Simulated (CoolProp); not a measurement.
Vapour-liquid equilibrium of R114 (1) + benzene (2) at 379.6 K; x and y are mole fractions of (1).

Model: multi-fluid Helmholtz-energy mixture model, Platzer 1990 and Thol 2012; pair parameters Bell 2016, in CoolProp. This equation is an older, rougher fit; its heat capacities, sound speeds and derivatives of the liquid may be far off and weren't checked against measurements.

```json
[
 {"x": "0.05", "bubble pressure, mixture model (bar)": "3.569", "bubble pressure, Raoult's law (bar)": "2.837", "y, mixture model": "0.407", "y, Raoult's law": "0.284"},
 {"x": "0.2", "bubble pressure, mixture model (bar)": "6.736", "bubble pressure, Raoult's law (bar)": "4.935", "y, mixture model": "0.702", "y, Raoult's law": "0.653"},
 {"x": "0.35", "bubble pressure, mixture model (bar)": "8.845", "bubble pressure, Raoult's law (bar)": "7.032", "y, mixture model": "0.788", "y, Raoult's law": "0.802"},
 {"x": "0.5", "bubble pressure, mixture model (bar)": "10.47", "bubble pressure, Raoult's law (bar)": "9.130", "y, mixture model": "0.838", "y, Raoult's law": "0.883"},
 {"x": "0.65", "bubble pressure, mixture model (bar)": "11.97", "bubble pressure, Raoult's law (bar)": "11.23", "y, mixture model": "0.879", "y, Raoult's law": "0.933"},
 {"x": "0.8", "bubble pressure, mixture model (bar)": "13.57", "bubble pressure, Raoult's law (bar)": "13.32", "y, mixture model": "0.924", "y, Raoult's law": "0.968"},
 {"x": "0.95", "bubble pressure, mixture model (bar)": "15.42", "bubble pressure, Raoult's law (bar)": "15.42", "y, mixture model": "0.978", "y, Raoult's law": "0.993"}
]
```

The largest gap from Raoult's law is +36.5 % in bubble pressure, at x = 0.2. No azeotrope shows between x = 0.05 and 0.95.

Pair parameters are fitted to limited data, so mixtures are less certain than the pure fluids.
